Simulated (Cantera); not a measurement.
A perfectly stirred reactor is fed with 13.6 % CH₄, 18.1 % O₂, 68.3 % N₂, at 9750 Torr; it is adiabatic with a 725 K inlet, and is followed from long to short residence time, starting on the burning branch (τ in s: 0.03, 0.014, 0.0065, 0.003, 0.0014, 0.00064, 0.0003, 0.00014, 6.4e-05).

Computed with Cantera and GRI-Mech 3.0 (53 species, 325 reactions). The pressure lies above the range GRI-Mech 3.0 was tuned for (to about 10 atm).

x: mole fraction; the columns are a selection and need not sum to one.

```
τ (s)    T (K)     x CH₄      x O₂    x CH₂    x CH₂O       x C₂H    x HCO
-------  -----  --------  --------  -------  --------  ----------  -------
0.030     2215  0.000277   4.19e-5  2.88e-7   1.28e-6  (withheld)  1.49e-7
0.014     2215  0.000529   8.70e-5  5.85e-7   2.53e-6  (withheld)  1.64e-7
0.0065    2217  0.000960  0.000181  1.16e-6   4.90e-6  (withheld)  1.93e-7
0.0030    2218   0.00162  0.000374  2.23e-6   9.23e-6  (withheld)  2.46e-7
0.0014    2219   0.00250  0.000754  4.06e-6   1.67e-5  (withheld)  3.43e-7
0.00064   2216   0.00364   0.00153  7.17e-6   3.00e-5  (withheld)  5.32e-7
0.00030   2206   0.00506   0.00303  1.17e-5   5.25e-5  (withheld)  8.75e-7
0.00014   2179   0.00713   0.00615  1.76e-5   9.40e-5  (withheld)  1.52e-6
6.4e-5    2099    0.0118    0.0148  2.05e-5  0.000199  (withheld)  2.79e-6
```

Task: Complete the blanks.

Result: 
- 0.030, x C₂H: 4.34e-9
- 0.014, x C₂H: 1.60e-8
- 0.0065, x C₂H: 5.22e-8
- 0.0030, x C₂H: 1.45e-7
- 0.0014, x C₂H: 3.28e-7
- 0.00064, x C₂H: 6.31e-7
- 0.00030, x C₂H: 1.01e-6
- 0.00014, x C₂H: 1.35e-6
- 6.4e-5, x C₂H: 1.24e-6
